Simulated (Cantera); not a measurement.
**Thermodynamics of silicon nitride deposition, feed SiCl4 + N2**

Feed: 1 mol SiCl4, 0.86 mol N2, equilibrated at 23.0 mbar.

Equilibrium computed with Cantera from the NASA thermochemical tables; the gas is ideal and each condensed phase is pure. Candidate condensed phases: Si, Si3N4; 13 gas species. The tables' values for SiCl3 are old estimates; treat these amounts as uncertain. Kinetics and transport are ignored.

```
T (°C)  log p SiCl4  log p N2  log p Cl  log p SiCl3  log p SiCl2  log p Cl2
------  -----------  --------  --------  -----------  -----------  ---------
752           -1.91     -1.97     -7.09        -6.91       -10.58      -7.67
802           -1.91     -1.97     -6.60        -6.46        -9.81      -7.30
852           -1.91     -1.97     -6.17        -6.05        -9.09      -6.96
902           -1.91     -1.97     -5.77        -5.67        -8.44      -6.65
952           -1.91     -1.97     -5.40        -5.32        -7.84      -6.38
1002          -1.91     -1.97     -5.07        -5.00        -7.28      -6.12
1052          -1.91     -1.97     -4.76        -4.70        -6.76      -5.89
1102          -1.91     -1.97     -4.47        -4.43        -6.29      -5.67
1152          -1.91     -1.97     -4.20        -4.18        -5.84      -5.47
1202          -1.91     -1.98     -3.95        -3.94        -5.43      -5.29
1252          -1.92     -1.98     -3.72        -3.72        -5.05      -5.11
1302          -1.93     -1.98     -3.50        -3.52        -4.70      -4.95
1352          -1.94     -1.98     -3.29        -3.34        -4.38      -4.79
```
log p: log10 of the partial pressure in bar; nothing condenses.

From 752 °C to 1352 °C nothing is condensed. The main Si-bearing gas is SiCl4 throughout.
